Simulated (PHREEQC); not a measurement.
A made-up water analysis in mg/kgw, 29 °C, pH 7.32, pe -0.5:

```
constituent         mg/kgw
------------------  ------
Na                     103
K                     3.11
Ca                     311
Mg                    26.6
Cl                     569
S(6) as SO4            239
Alkalinity as HCO3    50.2
Fe(2)                0.216
Br                    43.7
N(-3) as NH4         0.106
```

Valence states are taken as typed.

Equilibrium calculation in PHREEQC: ion-association model, wateq4f.dat.

- ionic strength: 0.0303 mol/kgw
- charge-balance error: -0.3 %

```tsv
species	molality	activity	log γ
Cl-	0.0160	0.0135	-0.074
Ca+2	0.00704	0.00375	-0.273
Na+	0.00446	0.00379	-0.071
SO4-2	0.00167	0.000878	-0.279
Mg+2	0.000970	0.000526	-0.266
HCO3-	0.000764	0.000653	-0.068
CaSO4	0.000677	0.000682	0.003
Br-	0.000547	0.000464	-0.072
MgSO4	0.000119	0.000120	0.003
K+	7.90e-5	6.66e-5	-0.074
CO2	6.68e-5	6.72e-5	0.003
CaHCO3+	3.85e-5	3.31e-5	-0.067
NaSO4-	2.00e-5	1.71e-5	-0.068
NH4+	5.74e-6	4.86e-6	-0.072
MgHCO3+	4.84e-6	4.10e-6	-0.073
CaCO3	4.70e-6	4.73e-6	0.003
```

Precipitation was switched off in this run.
